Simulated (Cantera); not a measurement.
A closed system holds: 1 mol SiC, 0.0022 mol O2, 6.8 mol N2, at 1473.15 K and 0.310 Pa.

Method: chemical equilibrium by Gibbs-energy minimisation in Cantera with the NASA 1993 tables (ideal gas, pure condensed phases). Candidate condensed phases: C, Si, SiC, SiO2, Si2N2O, Si3N4; 34 gas species. Kinetics and transport are ignored.

Question: What is the equilibrium state?

Answer: 
```json
{
  "x(N2)": "0.999",
  "x(CO)": "0.000424",
  "x(SiO)": "0.000222",
  "x(Si)": "0.000201",
  "n(SiC(s))": "0.997 mol",
  "gas_amount": "6.806 mol",
  "log10 activity of Si(s) (absent)": "-0.95",
  "log10 activity of C(graphite) (absent)": "-1.24"
}
```
